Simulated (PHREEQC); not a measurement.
1 g of hydrous ferric oxide (600 m²/g; 0.2 weak and 0.005 strong sites per Fe, Dzombak-Morel constants, diffuse double layer) in 1 kg of water with 0.005 mol/kgw of an inert sodium salt and 0.0024 mmol/kgw NaF, at 25 °C; the pH is set by adding NaOH or the inert anion's acid. Oxygen is held at 0.21 atm. No CO2 enters from the air. Nothing may precipitate in this run.

All values are PHREEQC results (ion-association model, wateq4f.dat), not measurements.

```csv
pH,F sorbed (%),surface charge σ (C/m²),surface potential ψ (mV)
3,99.0,0.308,212
3.67,99.2,0.227,201
4.33,…,0.151,182
5,97.0,0.092,158
5.67,91.6,0.052,129
6.33,75.7,…,97
7,43.9,0.013,62
7.67,15.5,0.004,…
8.33,4.1,…,-12
9,…,-0.009,-50
9.67,0.2,-0.022,-86
10.33,0.1,…,-119
11,0.0,-0.082,-147
```

Q: Some entries are withheld; supply them.

A: 
- 4.33, F sorbed (%): 98.7
- 6.33, surface charge σ (C/m²): 0.027
- 7.67, surface potential ψ (mV): 25
- 8.33, surface charge σ (C/m²): -0.002
- 9, F sorbed (%): 1.0
- 10.33, surface charge σ (C/m²): -0.043

Species that the database lacks are ignored. The oxide is taken as insoluble; below pH 4 it would dissolve.
